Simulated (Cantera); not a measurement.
A closed system holds: 1 mol Si3N4, 0.19 mol O2, held at 1648 K and 0.150 bar.

Equilibrium computed with Cantera from the NASA thermochemical tables; the gas is ideal and each condensed phase is pure. Candidate condensed phases: Si, SiO2, Si2N2O, Si3N4; 16 gas species. Mutual solubility and eutectic melting of coexisting phases are not modelled. Equilibrium is a limit: real reactors are often held back by kinetics, nucleation or transport.

Base state: N2 1.000, SiO 2.49e-5 (mole fractions); condensed: Si2N2O(s) + Si3N4(s).

Q: What changes in the equilibrium state with this change: O2 from 0.19 to 15 mol?

A: 
| species | before | after |
|---|---|---|
| O2 | <1e-9 | 0.856 |
| N2 | 1.000 | 0.142 |
| NO | <1e-9 | 0.00203 |
| SiO | 2.49e-5 | <1e-9 |
| O | <1e-9 | 6.05e-5 |
| Si2N2O(s), mol | 0.380 | 0 |
| Si3N4(s), mol | 0.747 | 0 |
| SiO2(β-quartz), mol | 0 | 3.00 |
The tables hold silica as quartz up to 1696 K and as liquid above; real silica turns to tridymite and cristobalite and melts near 1996 K.
